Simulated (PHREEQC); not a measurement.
Solution (25 °C): 5.6 mmol/kgw PbCl2, 5 mmol/kgw Cu(NO3)2 and 0.29 mmol/kgw H2SO4. Closed to the air; pH follows from the charge balance.

The numbers come from PHREEQC with the ion-association model, phreeqc.dat.

Precipitation was switched off in this run.

Question: Order these Cl species by the share of Cl that they hold, largest first: CuCl+, Cl-, PbCl+, PbCl2.

Answer: Cl- (91 %), PbCl+ (8.1 %), CuCl+ (0.65 %), PbCl2 (0.19 %)

The pH is 3.30 and the ionic strength 0.0295 mol/kgw. Examples of supersaturated solids here: Anglesite. Others may be too.
